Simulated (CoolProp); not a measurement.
The numbers come from the reference Helmholtz-energy equation of state, Thol 2019 in CoolProp.

Question: For n-pentane, give the phase and the speed of sound (m/s), Joule-Thomson coefficient (K/MPa), expansivity (1/kK), viscosity (µPa s) at 194.35 °C and 1260 kPa; 264.25 °C and 1260 kPa; 299.15 °C and 1260 kPa.

Answer: 
- 194.35 °C and 1260 kPa: gas; speed of sound 206, Joule-Thomson coefficient 9.78, expansivity 3.61, viscosity 9.89
- 264.25 °C and 1260 kPa: gas; speed of sound 235, Joule-Thomson coefficient 5.77, expansivity 2.52, viscosity 11.5
- 299.15 °C and 1260 kPa: gas; speed of sound 247, Joule-Thomson coefficient 4.69, expansivity 2.23, viscosity 12.3

Viscosity comes from a separate model (Quiñones-Cisneros 2006), older than the equation that it now runs on, and unchecked against measurements.
